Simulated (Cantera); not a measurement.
Input (Python, Cantera) and output of one run.

```python
import numpy as np
import cantera as ct

gas_names = """
    H NH3
""".split()
cond_names = """
    ALN(s) AL(cr) AL(L)
""".split()


# ... load() reads the species with a 1 bar reference pressure and builds the phases ...
species = {s.name: s for s in load("nasa_gas.yaml", gas_names) + load("nasa_condensed.yaml", cond_names)}
# Each term lists the table entries of one substance; the one whose range holds T is used.
reactions = {
    'AlN + 3 H(g) = NH3(g) + Al':
        [(-1, ['ALN(s)']), (-3, ['H']), (1, ['NH3']), (1, ['AL(cr)', 'AL(L)'])],
}


def pick(names, T):
    return next(species[n] for n in names if species[n].thermo.min_temp <= T <= species[n].thermo.max_temp)


results = []
for label, terms in reactions.items():
    print(label)
    print("     T/K   dH/kJ  dS/(J/K)   dG/kJ   log10 K")
    for T in [400, 500, 600, 700, 800, 900, 1000, 1100]:
        used = [(nu, pick(names, T)) for nu, names in terms]
        dH = sum(nu * s.thermo.h(T) for nu, s in used) / 1e6
        dS = sum(nu * s.thermo.s(T) for nu, s in used) / 1e3
        dG = dH - T * dS / 1e3
        logK = -dG * 1e6 / (ct.gas_constant * T * np.log(10))
        results.append((label, T, dH, dS, dG, logK, [s.name for _, s in used]))
        print(f"{T:8g} {dH:8.1f} {dS:8.1f} {dG:8.1f} {logK:8.2f}")
```

Result:

```
AlN + 3 H(g) = NH3(g) + Al
     T/K   dH/kJ  dS/(J/K)   dG/kJ   log10 K
     400   -385.4   -153.2   -324.1    42.33
     500   -388.8   -160.9   -308.4    32.22
     600   -392.2   -167.0   -292.0    25.42
     700   -395.4   -171.9   -275.1    20.52
     800   -398.2   -175.7   -257.7    16.82
     900   -400.7   -178.6   -239.9    13.93
    1000   -392.3   -169.6   -222.7    11.63
    1100   -394.6   -171.7   -205.6     9.77
```

Standard-state values (1 bar) from the NASA 1993 polynomials, evaluated with Cantera. Condensed species are held in their standard states even where they would react or evaporate.
